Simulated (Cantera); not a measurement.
A perfectly stirred reactor is fed with NO : N₂ = 1 : 0.18 (molar parts), at 1330 Pa; it is held at 1725 K, and followed from long to short residence time.

Computed with Cantera and GRI-Mech 3.0 (53 species, 325 reactions). Radical loss at walls, strong at low pressure, is not modelled.

Problem. What does this change do: pressure from 1330 Pa to 24000 Pa?

Solution. 
```json
[
 {"quantity": "x(NO) at τ = 2.60 s", "before": "0.841", "after": "0.758"},
 {"quantity": "x(N₂) at τ = 2.60 s", "before": "0.156", "after": "0.197"},
 {"quantity": "x(N₂O) at τ = 2.60 s", "before": "0.000216", "after": "0.000211"},
 {"quantity": "x(NO₂) at τ = 2.60 s", "before": "4.26e-5", "after": "0.000519"},
 {"quantity": "x(O) at τ = 2.60 s", "before": "7.67e-5", "after": "2.83e-5"},
 {"quantity": "x(NO) at τ = 0.110 s", "before": "0.847", "after": "0.843"},
 {"quantity": "x(N₂) at τ = 0.110 s", "before": "0.153", "after": "0.155"},
 {"quantity": "x(N₂O) at τ = 0.110 s", "before": "8.17e-5", "after": "0.000240"},
 {"quantity": "x(NO₂) at τ = 0.110 s", "before": "2.22e-5", "after": "0.000231"},
 {"quantity": "x(O) at τ = 0.110 s", "before": "4.56e-5", "after": "1.31e-5"}
]
```
